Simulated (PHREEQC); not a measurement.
Synthetic water in mmol/kgw, 60 °C, pH 3.71, pe 9.6: Na 0.958; K 0.286; Ca 2.27; Mg 0.162; Cl 2.04; S(6) 2.32; O(0) (counted as O atoms) 0.26; Fe(3) 0.0632.

Valence states are taken as typed.

Equilibrium calculation in PHREEQC: ion-association model, wateq4f.dat.

The ionic strength comes out as 0.00943 mol/kgw. What activity coefficients do SO4-2, FeSO4+, Ca+2, FeOH+2, Fe(OH)2+ get?

SO4-2 0.66, FeSO4+ 0.90, Ca+2 0.66, FeOH+2 0.66, Fe(OH)2+ 0.90.

Precipitation was switched off in this run. Saturation is exceeded, for instance for Jarosite-K, Hematite (slow to form); the values hold only as long as no solid forms. Complexes and solids missing from the database can't appear. Constants without temperature data keep their 25 °C values here.
